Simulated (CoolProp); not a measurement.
Vapour-liquid equilibrium of R134a (1) + R124 (2) at 146 kPa; x and y are mole fractions of (1).

The numbers come from the multi-fluid Helmholtz-energy mixture model, Tillner-Roth 1994 and de Vries 1995; pair parameters Bell 2016 in CoolProp.

Problem. Give the bubble temperature and the first vapour's composition at x = 0.05, 0.25, 0.95. Is there an azeotrope?

Solution. x = 0.05: -4.2 °C, y = 0.095; x = 0.25: -8.7 °C, y = 0.391; x = 0.95: -17.4 °C, y = 0.966. No azeotrope shows between x = 0.05 and 0.95.

The pair parameters rest on a limited set of measurements; away from them the model extrapolates.
